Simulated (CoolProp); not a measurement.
Sulfur hexafluoride along the isobar 150 bar: Z from the reference equation and from simpler models built on Tc = 318.7 K, pc = 37.55 bar, ω = 0.210; each cubic takes its own stable root.

Model: reference Helmholtz-energy equation of state, Guder 2009, in CoolProp.

```json
[
 {"T (K)": "295.5", "phase": "liquid", "reference": "0.5616"},
 {"T (K)": "301.5", "phase": "liquid", "reference": "0.5612"},
 {"T (K)": "307.5", "phase": "liquid", "reference": "0.5615"},
 {"T (K)": "313.5", "phase": "liquid", "reference": "0.5626"},
 {"T (K)": "319.5", "phase": "supercritical", "reference": "0.5644"},
 {"T (K)": "325.5", "phase": "supercritical", "reference": "0.5671"},
 {"T (K)": "331.6", "phase": "supercritical", "reference": "0.5707"},
 {"T (K)": "337.6", "phase": "supercritical", "reference": "0.5752"},
 {"T (K)": "343.6", "phase": "supercritical", "reference": "0.5806"},
 {"T (K)": "349.6", "phase": "supercritical", "reference": "0.5871"},
 {"T (K)": "355.6", "phase": "supercritical", "reference": "0.5946"},
 {"T (K)": "361.6", "phase": "supercritical", "reference": "0.6032"},
 {"T (K)": "367.6", "phase": "supercritical", "reference": "0.6128"},
 {"T (K)": "373.6", "phase": "supercritical", "reference": "0.6235"},
 {"T (K)": "379.6", "phase": "supercritical", "reference": "0.6351"}
]
```

**Question.** How far does each simpler model (van der Waals, Redlich-Kwong, Soave-Redlich-Kwong, Peng-Robinson) lie from the reference over these 15 states: mean and median of the absolute difference, and the worst?

**Answer.** 
- van der Waals: mean 27.3 %, median 28.1 %, worst +37.4 % at 295.5 K and 150 bar
- Redlich-Kwong: mean 3.8 %, median 4.3 %, worst +4.8 % at 301.5 K and 150 bar
- Soave-Redlich-Kwong: mean 5.6 %, median 5.8 %, worst +7.2 % at 379.6 K and 150 bar
- Peng-Robinson: mean 4.4 %, median 4.5 %, worst -7.4 % at 295.5 K and 150 bar
